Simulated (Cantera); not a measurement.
# Silicon nitride deposition: SiHCl3 + N2

Input: 1 mol SiHCl3, 10 mol N2, at 1575 K.

These are equilibrium values from Cantera (NASA tables, ideal gas, pure condensed phases), not measurements of a reactor. Candidate condensed phases: NH4Cl, Si, Si3N4; 28 gas species. The tables' values for SiCl3, SiCl are old estimates; treat these amounts as uncertain. The numbers say what is thermodynamically allowed, not how fast it happens.

From 5.00 Pa to 12.0 mbar nothing is condensed. From 37.0 mbar to 1.00 bar the condensed part is Si3N4(s). The main Si-bearing gas is SiCl2 at 5.00 Pa and SiCl4 at 1.00 bar.

```tsv
P (Pa)	x N2	x SiCl2	x HCl	x SiCl4	x SiCl3	n Si3N4(s)
5	0.831	0.0818	0.0759	4.45e-5	0.00118	0
15	0.833	0.0809	0.0770	0.000155	0.00219	0
45	0.834	0.0794	0.0769	0.000426	0.00360	0
140	0.836	0.0773	0.0753	0.000967	0.00534	0
410	0.838	0.0747	0.0724	0.00183	0.00723	0
1200	0.840	0.0714	0.0679	0.00321	0.00936	0
3700	0.844	0.0592	0.0672	0.00737	0.0129	0.0203
11000	0.852	0.0363	0.0709	0.0171	0.0154	0.0667
33000	0.860	0.0184	0.0724	0.0277	0.0140	0.104
100000	0.864	0.00830	0.0724	0.0358	0.0107	0.125
```
x: gas mole fraction; n: condensed amount in mol.
